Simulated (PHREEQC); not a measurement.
A PHREEQC input (ion-association model, phreeqc.dat):

```
SOLUTION 1
  temp 25
  units mg/kgw
  pH 12.5
  pe 9.8
  Na 0.105
  K 0.000244
  Ca 0.0404
  Mg 0.0172
  Cl 0.0248
  S(6) 0.0886 as SO4
  Alkalinity 0.319 as HCO3
  Ba 0.000415
  Si 0.000728 as SiO2
END
USE solution 1
EQUILIBRIUM_PHASES 1
  Chalcedony 0 0
  CO2(g) -3.4 10
END
```

It stops with these messages:

```
WARNING: Maximum iterations exceeded, 100
WARNING: Maximum iterations exceeded, 100
WARNING: The program has failed to converge to a numerical solution.
ERROR:           Alkalinity has not converged. Total: 5.227871e-06	Calculated: 2.239387e-03	Residual: -2.234159e-03
ERROR: Is non-carbonate alkalinity greater than total alkalinity?
ERROR:                   Ba has not converged. Total: 3.021698e-09	Calculated: 2.512139e-09	Residual: 5.095594e-10
ERROR:                   Ca has not converged. Total: 1.007984e-06	Calculated: 7.160844e-07	Residual: 2.918996e-07
ERROR:                   Cl has not converged. Total: 6.995177e-07	Calculated: 7.323232e-07	Residual: -3.280557e-08
ERROR:                    K has not converged. Total: 6.240090e-09	Calculated: 6.533913e-09	Residual: -2.938229e-10
ERROR:                   Mg has not converged. Total: 7.074696e-07	Calculated: 1.690239e-07	Residual: 5.384457e-07
ERROR:                   Na has not converged. Total: 4.567243e-06	Calculated: 4.777224e-06	Residual: -2.099816e-07
ERROR:                 S(6) has not converged. Total: 9.223018e-07	Calculated: 8.078332e-07	Residual: 1.144686e-07
ERROR:                   Si has not converged. Total: 1.211631e-08	Calculated: 1.143264e-08	Residual: 6.836727e-10
ERROR:                   Mu Ionic strength has not converged. 	Residual: 1.052803e-02
ERROR:               A(H2O) Activity of water has not converged. 	Residual: -8.501537e-01
ERROR: Model failed to converge for initial solution  1.
```

Question: Find the cause and the fix.

Answer: The fault: pH typed as 12.5 with the alkalinity kept. The line should read `pH 6.46` where the input has `pH 12.5`. With the mend the run ends at pH 6.01 and ionic strength 1.15e-5 mol/kgw.
